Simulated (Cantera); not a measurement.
An isothermal, constant-pressure homogeneous reactor starts with CH₄ : N₂ = 1 : 5.9 (molar parts), at 1800 K and 10.00 Torr. Integrator tolerance rtol = 1e-08.

Cantera simulation using GRI-Mech 3.0 (53 species, 325 reactions); the numbers are that mechanism's predictions, not measurements. GRI-Mech 3.0 stops at C3 and has no aromatics, soot or wall deposition, so with more carbon than oxygen in the feed, carbon stays in small species such as C2H2 where larger ones or solid carbon would form. Radical loss at walls, strong at low pressure, is not modelled.

Task: What does this change do: pressure from 10.00 Torr to 0.420 Torr?

Result: 
```
quantity                                             before                                     after
-----------------  ----------------------------------------  ----------------------------------------
x(CH₄) at 2.00 s   0.000356 (gas-phase equilibrium 9.70e-6)    0.0385 (gas-phase equilibrium 3.97e-7)
x(HCN) at 2.00 s     3.22e-5 (gas-phase equilibrium 0.0794)    1.90e-6 (gas-phase equilibrium 0.0792)
x(H) at 2.00 s      0.00123 (gas-phase equilibrium 0.00136)  0.000379 (gas-phase equilibrium 0.00657)
x(C₂H₄) at 2.00 s   4.01e-6 (gas-phase equilibrium 1.38e-6)   0.00111 (gas-phase equilibrium 5.68e-8)
x(H₂) at 2.00 s         0.189 (gas-phase equilibrium 0.189)       0.136 (gas-phase equilibrium 0.186)
```

Task: What does this change do: temperature 1800 to 1325 K?

Result: 
| quantity | before | after |
|---|---|---|
| x(CH₄) at 2.00 s | 0.000356 (gas-phase equilibrium 9.70e-6) | 0.145 (gas-phase equilibrium 0.00138) |
| x(HCN) at 2.00 s | 3.22e-5 (gas-phase equilibrium 0.0794) | <1e-12 (gas-phase equilibrium 0.0623) |
| x(H) at 2.00 s | 0.00123 (gas-phase equilibrium 0.00136) | 3.81e-9 (gas-phase equilibrium 6.18e-6) |
| x(C₂H₄) at 2.00 s | 4.01e-6 (gas-phase equilibrium 1.38e-6) | 2.26e-5 (gas-phase equilibrium 0.000161) |
| x(H₂) at 2.00 s | 0.189 (gas-phase equilibrium 0.189) | 7.46e-5 (gas-phase equilibrium 0.188) |
